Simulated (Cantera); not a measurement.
Input (Python, Cantera) and output of one run.

```python
import numpy as np
import cantera as ct

gas_names = [...]  # 109 gases of nasa_gas.yaml made of C, Cl, H, Si
cond_names = """
    C(gr) C6H6(L) C7H8(L) C8H18(L),n-octa Si(cr) Si(L) SiC(b)
""".split()


# ... load() reads the species with a 1 bar reference pressure and builds the phases ...
atoms = {
    'SiHCl3': {'Si': 1, 'H': 1, 'CL': 3},
    'C2H2': {'C': 2, 'H': 2},
    'H2': {'H': 2},
}
top_T = {'C(gr)': 4500, 'SiC(b)': 3050}  # K; cautious upper limits of use, not melting points


# ... equilibrate(T, P, feed) seeds the gas with the atoms and calls Mixture.equilibrate('TP', solver="vcs", rtol=1e-11, max_steps=5000) ...
results = []
feed = {'SiHCl3': 1, 'C2H2': 0.44, 'H2': 330}  # mol
T = 2575  # K
P = 1333.22  # Pa
mix = equilibrate(T, P, feed)
results.append((T, P, feed, dict(zip(mix.species_names, mix.species_moles))))
print(gas.report(threshold=1e-05))
for i in range(1, mix.n_phases):
    print(f"{mix.phase(i).name:16s} {mix.phase_moles(i):12.5e} mol")
```

Result:

```
       temperature   2575 K
          pressure   1333.2 Pa
           density   0.0001321 kg/m^3
  mean mol. weight   2.1214 kg/kmol
   phase of matter   gas

                          1 kg             1 kmol
                     ---------------   ---------------
          enthalpy        5.8242e+07        1.2355e+08  J
   internal energy         4.815e+07        1.0214e+08  J
           entropy        1.0817e+05        2.2947e+05  J/K
    Gibbs function        -2.203e+08       -4.6734e+08  J
 heat capacity c_p             15112             32059  J/K
 heat capacity c_v             11193             23744  J/K

                      mass frac. Y      mole frac. X     chem. pot. / RT
                     ---------------   ---------------   ---------------
                 C        5.9396e-05         1.049e-05           -4.5067
               C2H        0.00035589        3.0162e-05           -21.486
    C2H2,acetylene          0.012602         0.0010267           -33.958
                CL          0.025846         0.0015467           -28.403
                 H           0.12194           0.25662           -12.472
               HCL           0.10795         0.0062813           -40.876
                H2           0.69551           0.73186           -24.945
                Si          0.032609         0.0024631           -12.776
              SiC2         0.0018459         7.515e-05            -21.79
               SiH        0.00078923        5.7548e-05           -25.249
     [  +99 minor]        0.00049143        2.4756e-05

C(gr)             0.00000e+00 mol
Si(L)             0.00000e+00 mol
SiC(b)            0.00000e+00 mol
```

These are equilibrium values from Cantera (NASA tables, ideal gas, pure condensed phases), not measurements of a reactor.
